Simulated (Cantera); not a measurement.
Input: 1 mol SiH2Cl2, 0.0037 mol Cl2, 9.9 mol N2, at 13300 Pa.

Cantera equilibrium calculation (NASA polynomials, part measured and part estimated; ideal gas, pure solids and liquids). Candidate condensed phases: NH4Cl, Si, Si3N4; 28 gas species. N2 is the only nitrogen source here; it is nearly inert below about 1500 K, so the nitride shown seldom forms there in practice. Kinetics and transport are ignored.

Question: What share of the Si ends up in condensed phases as a function of T (°C), at 1200, 1225, 1250, 1275, 1300, 1325, 1350, 1375, 1400, 1425, 1450, 1475?

Answer: 
```tsv
T (°C)	Si condensed (%)	as
1200	78.2	Si3N4(s)
1225	76.6	Si3N4(s)
1250	74.6	Si3N4(s)
1275	72.3	Si3N4(s)
1300	69.5	Si3N4(s)
1325	66.5	Si3N4(s)
1350	63.3	Si3N4(s)
1375	60.0	Si3N4(s)
1400	56.6	Si3N4(s)
1425	53.2	Si3N4(s)
1450	49.9	Si3N4(s)
1475	46.6	Si3N4(s)
```
